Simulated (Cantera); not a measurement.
Source: NASA polynomial tables (part measured, part estimated), evaluated in Cantera. Values are per mole of reaction as written; species without (g) are pure solids or liquids, kept so even where they would boil at 1 bar.

0.6667 Ti + Cl2(g) → 0.6667 TiCl3(g), with ΔH° = -359.6 kJ and ΔS° = -32.3 J/K at 300 K.

Question: How far is the shortcut ΔG° ≈ ΔH°(300 K) − T·ΔS°(300 K) from the full temperature-dependent value at 473, 498, 523, 548 K?

Answer: 
```tsv
T (K)	shortcut (kJ)	full (kJ)	difference (kJ)	difference in log10 K
473	-344.3	-344.2	-0.1	0.01
498	-343.5	-343.4	-0.1	0.01
523	-342.6	-342.6	-0.1	0.01
548	-341.8	-341.7	-0.1	0.01
```
The shortcut ignores the heat-capacity change of the reaction.
